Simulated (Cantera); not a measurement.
Equilibrium for hydrogen reduction and annealing atmospheres: Fe3O4 + H2

Input: 1 mol Fe3O4, 1.5 mol H2, at 0.210 bar.

These are equilibrium values from Cantera (NASA tables, ideal gas, pure condensed phases), not measurements of a reactor. Candidate condensed phases: Fe, FeO, Fe(OH)2, Fe(OH)3, Fe2O3, Fe3O4, H2O; 12 gas species. The tables' stoichiometric FeO is somewhat more stable than real wüstite, so its field is too wide. FeO: taken at fixed stoichiometry. Kinetics and transport are ignored.

| T (K) | x H2O | x H2 | x H | x Fe | n FeO(s) | n FeO(l) |
|---|---|---|---|---|---|---|
| 1348 | 0.667 | 0.333 | 2.91e-6 | 3.41e-9 | 3.00 | 0 |
| 1423 | 0.667 | 0.333 | 8.37e-6 | 2.45e-8 | 3.00 | 0 |
| 1498 | 0.667 | 0.333 | 2.16e-5 | 1.43e-7 | 3.00 | 0 |
| 1573 | 0.667 | 0.333 | 5.12e-5 | 7.01e-7 | 3.00 | 0 |
| 1648 | 0.667 | 0.333 | 0.000112 | 2.95e-6 | 3.00 | 0 |
| 1723 | 0.666 | 0.333 | 0.000230 | 1.01e-5 | 0 | 3.00 |
| 1798 | 0.666 | 0.333 | 0.000443 | 3.10e-5 | 0 | 3.00 |
| 1873 | 0.666 | 0.333 | 0.000812 | 8.65e-5 | 0 | 3.00 |
| 1948 | 0.666 | 0.332 | 0.00142 | 0.000221 | 0 | 3.00 |
| 2023 | 0.665 | 0.331 | 0.00239 | 0.000526 | 0 | 3.00 |
x: gas mole fraction; n: condensed amount in mol.

From 1348 K to 1648 K the condensed part is FeO(s). From 1723 K to 2023 K the condensed part is FeO(l). The main Fe-bearing gas is Fe(OH)2 at 1348 K and Fe at 2023 K.
